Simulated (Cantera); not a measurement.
Input: 1 mol CuO, 7.2 mol CO, equilibrated at 2273 K and 100 Torr.

Cantera equilibrium calculation (NASA polynomials, part measured and part estimated; ideal gas, pure solids and liquids). Candidate condensed phases: C, Cu, CuO, Cu₂O; 15 gas species. Kinetics and transport are ignored.

Base state: CO 0.756, CO₂ 0.122, Cu 0.121, Cu₂ 0.000454, O 5.01e-5, O₂ 1.87e-5, CuO 1.62e-5 (mole fractions); condensed: gas only.

**Question.** What changes in the equilibrium state with this change: temperature from 2273 K to 875 K?

**Answer.** 
| species | before | after |
|---|---|---|
| CO | 0.756 | 0.556 |
| CO₂ | 0.122 | 0.444 |
| Cu | 0.121 | <1e-9 |
| Cu₂ | 0.000454 | <1e-9 |
| O | 5.01e-5 | <1e-9 |
| O₂ | 1.87e-5 | <1e-9 |
| CuO | 1.62e-5 | <1e-9 |
| C(graphite), mol | 0 | 1.52 |
| Cu(s), mol | 0 | 1.00 |
